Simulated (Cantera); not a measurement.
**SiCl₄ + H₂ + HCl (chlorosilane synthesis and conversion)**

Charge: 1 mol SiCl₄, 8.3 mol H₂, 0.69 mol HCl, at 7.60 bar.

Cantera equilibrium calculation (NASA polynomials, part measured and part estimated; ideal gas, pure solids and liquids). Candidate condensed phases: Si; 19 gas species. The tables' values for SiCl₃ are old estimates; treat these amounts as uncertain. Rates play no part.

From 802 °C to 1352 °C nothing is condensed. The main Si-bearing gas is SiCl₄ at 802 °C and SiCl₂ at 1352 °C.

```json
[
 {"T (°C)": "802", "x H₂": "0.819", "x HCl": "0.0808", "x SiCl₄": "0.0886", "x SiCl₂": "6.50e-6", "x SiHCl₃": "0.0112", "x SiCl₃": "0.000191"},
 {"T (°C)": "852", "x H₂": "0.816", "x HCl": "0.0844", "x SiCl₄": "0.0851", "x SiCl₂": "2.49e-5", "x SiHCl₃": "0.0143", "x SiCl₃": "0.000415"},
 {"T (°C)": "902", "x H₂": "0.811", "x HCl": "0.0885", "x SiCl₄": "0.0811", "x SiCl₂": "8.28e-5", "x SiHCl₃": "0.0175", "x SiCl₃": "0.000829"},
 {"T (°C)": "952", "x H₂": "0.807", "x HCl": "0.0932", "x SiCl₄": "0.0768", "x SiCl₂": "0.000242", "x SiHCl₃": "0.0207", "x SiCl₃": "0.00153"},
 {"T (°C)": "1002", "x H₂": "0.801", "x HCl": "0.0986", "x SiCl₄": "0.0720", "x SiCl₂": "0.000626", "x SiHCl₃": "0.0236", "x SiCl₃": "0.00263"},
 {"T (°C)": "1052", "x H₂": "0.795", "x HCl": "0.105", "x SiCl₄": "0.0667", "x SiCl₂": "0.00145", "x SiHCl₃": "0.0259", "x SiCl₃": "0.00422"},
 {"T (°C)": "1102", "x H₂": "0.788", "x HCl": "0.112", "x SiCl₄": "0.0609", "x SiCl₂": "0.00303", "x SiHCl₃": "0.0273", "x SiCl₃": "0.00634"},
 {"T (°C)": "1152", "x H₂": "0.780", "x HCl": "0.121", "x SiCl₄": "0.0547", "x SiCl₂": "0.00570", "x SiHCl₃": "0.0276", "x SiCl₃": "0.00890"},
 {"T (°C)": "1202", "x H₂": "0.771", "x HCl": "0.131", "x SiCl₄": "0.0480", "x SiCl₂": "0.00972", "x SiHCl₃": "0.0268", "x SiCl₃": "0.0117"},
 {"T (°C)": "1252", "x H₂": "0.760", "x HCl": "0.142", "x SiCl₄": "0.0410", "x SiCl₂": "0.0151", "x SiHCl₃": "0.0248", "x SiCl₃": "0.0144"},
 {"T (°C)": "1302", "x H₂": "0.749", "x HCl": "0.154", "x SiCl₄": "0.0341", "x SiCl₂": "0.0217", "x SiHCl₃": "0.0220", "x SiCl₃": "0.0168"},
 {"T (°C)": "1352", "x H₂": "0.737", "x HCl": "0.167", "x SiCl₄": "0.0274", "x SiCl₂": "0.0291", "x SiHCl₃": "0.0189", "x SiCl₃": "0.0185"}
]
```
x: gas mole fraction; nothing condenses.
